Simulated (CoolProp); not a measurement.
Vapour-liquid equilibrium of acetone (1) + water (2) at 168.75 °C; x and y are mole fractions of (1).

Values from CoolProp's multi-fluid Helmholtz-energy mixture model, Lemmon 2006 and Wagner 2002; pair parameters Bell 2016.

```
x     bubble pressure, mixture model (MPa)  bubble pressure, Raoult's law (MPa)  y, mixture model  y, Raoult's law
----  ------------------------------------  -----------------------------------  ----------------  ---------------
0.05                                0.9370                               0.8114             0.207            0.100
0.2                                  1.257                               0.9399             0.463            0.346
0.35                                 1.410                                1.068             0.564            0.532
0.5                                  1.501                                1.197             0.635            0.679
0.65                                 1.569                                1.325             0.715            0.797
0.8                                  1.614                                1.454             0.818            0.894
0.95                                 1.628                                1.582             0.950            0.976
```

The largest gap from Raoult's law is +33.7 % in bubble pressure, at x = 0.2. y crosses x between x = 0.8 and 0.95: the model has an azeotrope there.

Pair parameters are fitted to limited data, so mixtures are less certain than the pure fluids.
